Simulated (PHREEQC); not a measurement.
**Polishing slurry liquid (model solution)**

A solution holds 0.0074 mol/kgw K2CO3 and 0.034 mol/kgw CuSO4, at 25 °C. Closed to the air; pH follows from the charge balance.

The numbers come from PHREEQC with the ion-association model, wateq4f.dat.

```json
{
 "pH": "6.05",
 "ionic_strength": "0.0894 mol/kgw",
 "total_alkalinity": "14.8 meq/kg"
}
```

```
species     molality  activity   log γ
----------  --------  --------  ------
SO4-2         0.0237   0.00917  -0.413
K+            0.0139    0.0108  -0.112
Cu+2          0.0124   0.00513  -0.384
CuSO4        0.00942   0.00961   0.009
Cu2(OH)2+2   0.00378   0.00145  -0.415
CuHCO3+      0.00306   0.00241  -0.104
CO2          0.00183   0.00187   0.009
CuCO3        0.00133   0.00136   0.009
HCO3-        0.00118  0.000935  -0.100
KSO4-       0.000872  0.000693  -0.100
Cu(OH)2     0.000133  0.000135   0.009
CuOH+        7.42e-5   5.77e-5  -0.109
H+           1.07e-6   8.89e-7  -0.081
```

Precipitation was switched off in this run. Examples of supersaturated solids here: Malachite, Brochantite. Others may be too.
